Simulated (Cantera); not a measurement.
An adiabatic, constant-pressure homogeneous reactor starts with 7.75 % CH₄, 19.4 % O₂, 72.9 % N₂, equivalence ratio 0.80, at 1750 K and 1.48 atm.

Computed with Cantera and GRI-Mech 3.0 (53 species, 325 reactions).

One state of this run: T (K) = 2786; x CH₄ = <1e-12; x O₂ = 0.0409; x CO₂ = 0.0474; x CH₂O = 1.74e-10; x C₂H₄ = <1e-12; x CH₂ = <1e-12. x: mole fraction; the columns are a selection and need not sum to one.

Question: Which value of t (s) does it belong to?
(A) 0.00549
(B) 5.02e-5
(C) 3.00e-6
(D) 7.67e-6

Answer: A, 0.00549
